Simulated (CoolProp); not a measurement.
Nitrogen at 298.15 K and 1.21 MPa flows at 0.32 m/s in a round tube of 20 mm bore and 15 µm roughness, fully developed (64/Re and Nu = 3.66 if laminar; Colebrook and Gnielinski if turbulent). Each further row changes one setting.

Model: reference Helmholtz-energy equation of state, Span 2000, in CoolProp.

```csv
case,Reynolds number,Darcy friction factor,pressure drop (Pa/m),heat-transfer coefficient (W/(m² K)),mass flow (kg/h)
as stated,4880,0.0385,1.35,21.4,?
velocity 0.64 m/s,9770,?,?,?,?
diameter 40 mm,9770,0.0316,0.555,19.5,19.8
```

Q: What belongs in the gaps?

A: 
- as stated, mass flow (kg/h): 4.96
- velocity 0.64 m/s, Darcy friction factor: 0.0322
- velocity 0.64 m/s, pressure drop (Pa/m): 4.52
- velocity 0.64 m/s, heat-transfer coefficient (W/(m² K)): 39.7
- velocity 0.64 m/s, mass flow (kg/h): 9.92

Viscosity comes from a separate model (Lemmon 2004). Thermal conductivity comes from a separate model (Lemmon 2004).
